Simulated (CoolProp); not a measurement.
Properties of R365MFC along the isotherm 430.5 K (Tc = 460.0 K, pc = 3266 kPa, ω = 0.377).

Model: reference Helmholtz-energy equation of state, Lemmon 2016, in CoolProp.

```csv
p (kPa),phase,density (kg/m³),cv (kJ/(kg K)),isothermal compressibility (1/MPa),fugacity coefficient
102,gas,4.280,1.161,9.946,0.9860
204,gas,8.688,[?],5.049,0.9720
306,gas,13.23,1.168,3.421,0.9581
408,gas,17.93,1.172,2.610,0.9443
510,gas,22.78,1.177,2.126,0.9305
612,gas,27.82,1.182,[?],[?]
715,gas,33.09,1.188,1.580,0.9029
817,gas,38.54,1.194,1.414,0.8893
919,gas,44.22,1.201,1.289,0.8756
1020,gas,50.11,1.209,1.192,0.8621
1120,gas,56.24,1.217,[?],0.8488
1220,gas,62.70,1.226,1.060,0.8354
1330,gas,70.26,1.237,1.012,0.8207
1430,gas,77.62,1.248,0.9817,0.8073
1530,gas,85.54,1.261,0.9631,0.7939
1630,gas,94.15,1.275,0.9574,0.7803
```

Question: Some entries are withheld; supply them.

Answer: 
- 204, cv (kJ/(kg K)): 1.164
- 612, isothermal compressibility (1/MPa): 1.807
- 612, fugacity coefficient: 0.9168
- 1120, isothermal compressibility (1/MPa): 1.118
